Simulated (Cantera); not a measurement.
Input: 1 mol H₂S, 0.075 mol SO₂, 0.74 mol O₂, 0.034 mol H₂O, held at 2448 K and 1.33 mbar.

These are equilibrium values from Cantera (NASA tables, ideal gas, pure condensed phases), not measurements of a reactor. Candidate condensed phases: H₂O, H₂SO₄, S; 19 gas species. The numbers say what is thermodynamically allowed, not how fast it happens.

Base state: H 0.227, SO 0.200, H₂ 0.174, SO₂ 0.145, H₂O 0.112, S 0.0711, OH 0.0286, O 0.0249 (mole fractions); condensed: gas only.

Task: What changes in the equilibrium state with this change: H₂S replaced by NH₃?

Result: 
| species | before | after |
|---|---|---|
| H₂O | 0.112 | 0.258 |
| H | 0.227 | 0.199 |
| N₂ | 0 | 0.170 |
| SO | 0.200 | 0.00783 |
| S | 0.0711 | 0.000929 |
| O₂ | 0.00663 | 0.0594 |
| SO₂ | 0.145 | 0.0170 |
| O | 0.0249 | 0.0744 |
| OH | 0.0286 | 0.0751 |
| H₂ | 0.174 | 0.133 |
| NO | 0 | 0.00517 |
| S₂ | 0.00548 | 9.37e-7 |
| S₂O | 6.40e-5 | 3.27e-8 |
| H₂S | 0.000102 | 1.03e-6 |
| SH | 0.00496 | 5.68e-5 |

Task: What changes in the equilibrium state with this change: O₂ from 0.74 to 0.29 mol?

Result: 
```json
[
 {"species": "H", "before": "0.227", "after": "0.266"},
 {"species": "H₂", "before": "0.174", "after": "0.238"},
 {"species": "S", "before": "0.0711", "after": "0.170"},
 {"species": "SO₂", "before": "0.145", "after": "0.0414"},
 {"species": "S₂", "before": "0.00548", "after": "0.0314"},
 {"species": "O", "before": "0.0249", "after": "0.00857"},
 {"species": "SH", "before": "0.00496", "after": "0.0139"},
 {"species": "OH", "before": "0.0286", "after": "0.0115"},
 {"species": "H₂O", "before": "0.112", "after": "0.0530"},
 {"species": "SO", "before": "0.200", "after": "0.165"},
 {"species": "O₂", "before": "0.00663", "after": "0.000787"},
 {"species": "H₂S", "before": "0.000102", "after": "0.000336"}
]
```
